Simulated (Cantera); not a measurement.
An isothermal, constant-pressure homogeneous reactor starts with CH₄ : H₂ : N₂ = 0.024 : 1 : 0.0048 (molar parts), at 1425 K and 0.132 atm.

Model: GRI-Mech 3.0 (53 species, 325 reactions), integrated in Cantera. GRI-Mech 3.0 stops at C3 and has no aromatics, soot or wall deposition, so with more carbon than oxygen in the feed, carbon stays in small species such as C2H2 where larger ones or solid carbon would form.

One state of this run: x CH₄ = 0.0207; x H₂ = 0.973; x HCN = 1.46e-12; x C₂H₆ = 5.39e-7; x C₂H₄ = 0.000101; x C₂H₂ = 0.00119; x CH₃ = 7.45e-6. x: mole fraction; the columns are a selection and need not sum to one.

Task: Which value of t (s) does it belong to?
A) 0.0737
B) 0.477
C) 3.09
D) 20.0

Result: D, 20.0
